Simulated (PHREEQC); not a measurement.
A solution holds 16 mmol/kgw NaHSO4, 1.3 mmol/kgw Na2CO3 and 25 mmol/kgw FeCl2, at 25 °C. Closed to the air; pH follows from the charge balance.

Equilibrium calculation in PHREEQC: ion-association model, wateq4f.dat.

This is a speciation only: nothing precipitates in the calculation.

**Question.** Estimate the pH, ionic strength.

**Answer.** pH 2.08; ionic strength 0.0969 mol/kgw.

**Question.** In which forms is Na present?

**Answer.** Na+ 99 %, NaSO4- 1.5 % of the Na.

Species that the database lacks are ignored.
